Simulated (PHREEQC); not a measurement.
Dissolve 18 mmol/kgw HF and 0.55 mmol/kgw ZnSO4 at 70 °C. Closed to the air; pH follows from the charge balance.

Computed with PHREEQC (ion-association model, phreeqc.dat).

Q: The ionic strength comes out as 0.00409 mol/kgw. What activity coefficients do Zn+2, HSO4-, F-, ZnF+, SO4-2 get?

A: Zn+2 0.74, HSO4- 0.93, F- 0.93, ZnF+ 0.93, SO4-2 0.74.

No solid was allowed to form. Constants without temperature data keep their 25 °C values here.
